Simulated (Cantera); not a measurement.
Charge: 1 mol Fe₂O₃, 0.93 mol CO, equilibrated at 1350 °C and 0.133 bar.

These are equilibrium values from Cantera (NASA tables, ideal gas, pure condensed phases), not measurements of a reactor. Candidate condensed phases: C, Fe, Fe(CO)₅, FeO, Fe₂O₃, Fe₃O₄; 15 gas species. Mutual solubility and eutectic melting of coexisting phases are not modelled. The tables' stoichiometric FeO is somewhat more stable than real wüstite, so its field is too wide. FeO: taken at fixed stoichiometry. The numbers say what is thermodynamically allowed, not how fast it happens.

Base state: CO₂ 0.953, CO 0.0465 (mole fractions); condensed: FeO(s) + Fe₃O₄(s).

Problem. What changes in the equilibrium state with this change: Fe₂O₃ replaced by TiO₂?

Solution. 
| species | before | after |
|---|---|---|
| CO | 0.0465 | 0.988 |
| CO₂ | 0.953 | 0.0118 |
| FeO(s), mol | 1.66 | 0 |
| Fe₃O₄(s), mol | 0.113 | 0 |
| TiO₂(rutile), mol | 0 | 0.956 |
| Ti₄O₇(s), mol | 0 | 0.0110 |
Condensed phases not in the tables: Magnéli phases beyond Ti₄O₇. Further candidate phases: Ti, TiC, TiO, TiO₂, Ti₂O₃, Ti₃O₅, Ti₄O₇.
